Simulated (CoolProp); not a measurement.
Aqueous methanol as a coolant, 23 % by mass, freezing at -18.0 °C, 1 atm.

Computed with CoolProp (Melinder's fits for secondary coolants).

| T (°C) | density (kg/m³) | cp (kJ/(kg K)) | viscosity (mPa s) | conductivity (W/(m K)) |
|---|---|---|---|---|
| -13.2 | 972.0 | 3.934 | 6.18 | 0.435 |
| -7.3 | 970.8 | … | … | 0.441 |
| -1.4 | 969.4 | 4.002 | 3.59 | 0.447 |
| 4.6 | 967.7 | 4.029 | 2.83 | 0.453 |
| 10.5 | 965.8 | 4.052 | 2.28 | 0.458 |
| 16.4 | … | 4.068 | 1.87 | 0.464 |
| 22.4 | 961.4 | … | 1.55 | 0.470 |
| 28.3 | 958.8 | 4.085 | 1.31 | … |
| 34.3 | 956.1 | 4.084 | 1.12 | … |

Q: Some entries are withheld; supply them.

A: 
- -7.3, cp (kJ/(kg K)): 3.970
- -7.3, viscosity (mPa s): 4.66
- 16.4, density (kg/m³): 963.7
- 22.4, cp (kJ/(kg K)): 4.080
- 28.3, conductivity (W/(m K)): 0.476
- 34.3, conductivity (W/(m K)): 0.481
